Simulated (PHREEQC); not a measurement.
Dissolve 170 mmol/kgw ZnBr2, 0.11 mmol/kgw KHF2 and 0.83 mmol/kgw H2S at 25 °C. Closed to the air; pH follows from the charge balance.

All values are PHREEQC results (ion-association model, wateq4f.dat), not measurements.

| quantity | before | after |
|---|---|---|
| pH | 3.18 | 3.18 |
| ZnBr+ (mol/kgw) | 0.00365 | 0.00429 |
| ZnBr2 (mol/kgw) | 0.000234 | 0.000301 |
| F- (mol/kgw) | 0.000107 | 0.000106 |
| HF (mol/kgw) | 5.94e-5 | 5.76e-5 |
| ZnF+ (mol/kgw) | 5.37e-5 | 5.62e-5 |
| SI of ZnS(a) (ZnS) | +2.40 | +2.42 |
| SI of Zincite(c) (ZnO) | -6.17 | -6.14 |

**Question.** What was changed between the two runs?
A) KHF2 from 0.00011 to 0.00022 mol/kgw
B) diluted 100-fold with water
C) 0.095 mol/kgw NaCl added
D) ZnBr2 from 0.17 to 0.187 mol/kgw

**Answer.** D, ZnBr2 from 0.17 to 0.187 mol/kgw

Precipitation was switched off in this run. Some of these states are supersaturated (in ZnS(a), Sphalerite (slow to form), for instance).
